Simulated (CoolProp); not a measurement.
Dry air at 298.15 K and 0.107 MPa flows at 0.054 m/s in a round tube of 6 mm bore and 1.5 µm roughness, fully developed (64/Re and Nu = 3.66 if laminar; Colebrook and Gnielinski if turbulent). Each further row changes one setting.

Values from CoolProp's reference Helmholtz-energy equation of state, Lemmon 2000. It is a pseudo-pure fit of the blend.

```tsv
case	Reynolds number	Darcy friction factor	pressure drop (Pa/m)	heat-transfer coefficient (W/(m² K))	mass flow (kg/h)
as stated	…	2.91	…	16.0	0.00687
velocity 0.108 m/s	43.9	1.46	…	16.0	0.0137
diameter 12 mm	43.9	1.46	0.221	…	0.0275
```

**Question.** Fill in the missing entries.

**Answer.** 
- as stated, Reynolds number: 22.0
- as stated, pressure drop (Pa/m): 0.886
- velocity 0.108 m/s, pressure drop (Pa/m): 1.77
- diameter 12 mm, heat-transfer coefficient (W/(m² K)): 8.01

Viscosity comes from a separate model (Lemmon 2004). Thermal conductivity comes from a separate model (Lemmon 2004).
